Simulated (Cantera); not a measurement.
Feed: 1 mol B2O3, 2.6 mol H2, 13 mol N2, at 1002 °C and 20.0 Pa.

Method: chemical equilibrium by Gibbs-energy minimisation in Cantera with the NASA 1993 tables (ideal gas, pure condensed phases). Candidate condensed phases: B, BN, B2O3, B3O3H3, H2O; 39 gas species. N2 is the only nitrogen source here; it is nearly inert below about 1500 K, so the nitride shown seldom forms there in practice. Mutual solubility and eutectic melting of coexisting phases are not modelled. The numbers say what is thermodynamically allowed, not how fast it happens.

Base state: N2 0.832, H2 0.166, HBO2 0.00142, B2O3 0.000460, HBO 0.000315, H2O 7.84e-5, H 2.12e-5 (mole fractions); condensed: BN(s) + B2O3(l).

What changes in the equilibrium state with this change: B2O3 replaced by B?


```
species         before    after
------------  --------  -------
N2               0.832    0.828
H2               0.166    0.172
H              2.12e-5  2.16e-5
HBO2           0.00142        0
B2O3          0.000460        0
HBO           0.000315        0
H2O            7.84e-5        0
BN(s), mol     0.00646     1.00
B2O3(l), mol     0.976        0
```
